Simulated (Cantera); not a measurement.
# Fe₃O₄ + C + H₂ (carbothermic reduction)

A closed system holds: 1 mol Fe₃O₄, 5.8 mol C, 0.2 mol H₂, held at 75.0 Torr.

Equilibrium computed with Cantera from the NASA thermochemical tables; the gas is ideal and each condensed phase is pure. Candidate condensed phases: C, C₆H₆, C₇H₈, C₈H₁₈, Fe, Fe(CO)₅, FeO, Fe(OH)₂, Fe(OH)₃, Fe₂O₃, Fe₃O₄, H₂O; 114 gas species. Iron dissolves carbon and melts from about 1420 K in contact with it, which pure phases cannot show. Condensed phases not in the tables: cementite and carbon dissolved in iron. The numbers say what is thermodynamically allowed, not how fast it happens.

```tsv
T (°C)	x CO	x H₂	x Fe	x H	n C(graphite)	n Fe(δ)	n Fe(l)
1477	0.952	0.0475	0.000139	0.000160	1.80	3.00	0
1527	0.952	0.0475	0.000295	0.000247	1.80	3.00	0
1577	0.952	0.0474	0.000585	0.000371	1.80	0	3.00
1627	0.951	0.0473	0.00111	0.000546	1.80	0	3.00
1677	0.950	0.0471	0.00205	0.000787	1.80	0	2.99
1727	0.948	0.0468	0.00365	0.00111	1.80	0	2.98
1777	0.946	0.0465	0.00630	0.00155	1.80	0	2.97
1827	0.941	0.0459	0.0106	0.00211	1.80	0	2.96
1877	0.935	0.0452	0.0173	0.00284	1.80	0	2.93
```
x: gas mole fraction; n: condensed amount in mol.

From 1477 °C to 1527 °C the condensed part is C(graphite) + Fe(δ). From 1577 °C to 1877 °C the condensed part is C(graphite) + Fe(l). The main Fe-bearing gas is Fe throughout.
